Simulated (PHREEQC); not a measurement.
A solution holds 0.0032 mol/kgw CdSO4, 0.001 mol/kgw NaCl and 6.2e-05 mol/kgw FeSO4, at 20 °C. It is in equilibrium with CO2 at log p = -1 (atm). Otherwise closed; pH follows from the charge balance.

Model: ion-association model, wateq4f.dat, run in PHREEQC.

```json
{
 "pH": "4.41",
 "ionic_strength": "0.0109 mol/kgw"
}
```

```csv
species,molality,activity,log γ
CO2,0.00391,0.00392,0.001
SO4-2,0.00249,0.00164,-0.181
Cd+2,0.00235,0.00153,-0.184
Na+,0.000992,0.000893,-0.046
Cl-,0.000874,0.000784,-0.047
CdSO4,0.000704,0.000706,0.001
CdCl+,0.000126,0.000113,-0.046
Fe+2,5.25e-5,3.51e-5,-0.175
HCO3-,4.64e-5,4.19e-5,-0.045
H+,4.26e-5,3.88e-5,-0.040
```

No solid was allowed to form.
